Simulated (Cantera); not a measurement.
Equilibrium for calcination and drying: Ca(OH)2 + C + H2

Input: 1 mol Ca(OH)2, 0.075 mol C, 1.1 mol H2, held at 50.0 mbar.

Equilibrium computed with Cantera from the NASA thermochemical tables; the gas is ideal and each condensed phase is pure. Candidate condensed phases: C, C6H6, C7H8, C8H18, Ca, CaCO3, CaO, Ca(OH)2, H2O; 115 gas species. Kinetics and transport are ignored.

```json
[
 {"T (°C)": "477", "x H2": "0.594", "x H2O": "0.405", "x CO2": "0.00109", "x CO": "0.000262", "x CH4": "9.86e-5", "x H": "1.09e-12", "n CaCO3(calcite)": "0.0719", "n CaO(s)": "0.928"},
 {"T (°C)": "527", "x H2": "0.588", "x H2O": "0.404", "x CO2": "0.00622", "x CO": "0.00215", "x CH4": "8.49e-5", "x H": "9.93e-12", "n CaCO3(calcite)": "0.0571", "n CaO(s)": "0.943"},
 {"T (°C)": "577", "x H2": "0.564", "x H2O": "0.402", "x CO2": "0.0236", "x CO": "0.0108", "x CH4": "5.30e-5", "x H": "6.88e-11", "n CaCO3(calcite)": "0", "n CaO(s)": "1.00"},
 {"T (°C)": "627", "x H2": "0.562", "x H2O": "0.404", "x CO2": "0.0215", "x CO": "0.0130", "x CH4": "1.08e-5", "x H": "3.92e-10", "n CaCO3(calcite)": "0", "n CaO(s)": "1.00"},
 {"T (°C)": "677", "x H2": "0.560", "x H2O": "0.406", "x CO2": "0.0195", "x CO": "0.0150", "x CH4": "2.54e-6", "x H": "1.86e-9", "n CaCO3(calcite)": "0", "n CaO(s)": "1.00"},
 {"T (°C)": "727", "x H2": "0.558", "x H2O": "0.408", "x CO2": "0.0177", "x CO": "0.0168", "x CH4": "6.76e-7", "x H": "7.58e-9", "n CaCO3(calcite)": "0", "n CaO(s)": "1.00"},
 {"T (°C)": "777", "x H2": "0.556", "x H2O": "0.409", "x CO2": "0.0160", "x CO": "0.0185", "x CH4": "2.02e-7", "x H": "2.71e-8", "n CaCO3(calcite)": "0", "n CaO(s)": "1.00"}
]
```
x: gas mole fraction; n: condensed amount in mol.

From 477 °C to 527 °C the condensed part is CaCO3(calcite) + CaO(s). From 577 °C to 777 °C the condensed part is CaO(s).
